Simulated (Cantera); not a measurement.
A closed system holds: 1 mol SiC, 0.44 mol N2O, 2.9 mol N2, held at 1375 K and 7.90 bar.

Cantera equilibrium calculation (NASA polynomials, part measured and part estimated; ideal gas, pure solids and liquids). Candidate condensed phases: C, Si, SiC, SiO2, Si2N2O, Si3N4; 34 gas species. Mutual solubility and eutectic melting of coexisting phases are not modelled. Equilibrium is a limit: real reactors are often held back by kinetics, nucleation or transport.

Base state: N2 1.000 (mole fractions); condensed: C(graphite) + Si2N2O(s) + Si3N4(s).

Task: What changes in the equilibrium state with this change: pressure from 7.90 bar to 0.0100 bar?

Result: 
```tsv
species	before	after
N2	1.000	1.000
CO	2.06e-6	0.000213
C(graphite), mol	1.000	0.878
Si2N2O(s), mol	0.440	0.439
Si3N4(s), mol	0.0400	0
SiC(s), mol	0	0.121
```
